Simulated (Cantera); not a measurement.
Input: 1 mol SiCl4, 0.17 mol NO, 12 mol H2, held at 600 K and 1330 Pa.

Method: chemical equilibrium by Gibbs-energy minimisation in Cantera with the NASA 1993 tables (ideal gas, pure condensed phases). Candidate condensed phases: H2O, NH4Cl, Si, SiO2, Si2N2O, Si3N4; 47 gas species. Rates play no part.

**Question.** What is the equilibrium state?

**Answer.** 
* **x(H2)**: 0.876
* **x(HCl)**: 0.0644
* **x(SiCl4)**: 0.0596
* **x(SiHCl3)**: 2.23e-5
* **n(SiO2(α-quartz))**: 0.0425 mol
* **n(Si2N2O(s))**: 0.0850 mol
* **gas amount**: 13.21 mol
* **log10 activity of Si(s) (absent)**: -11.31
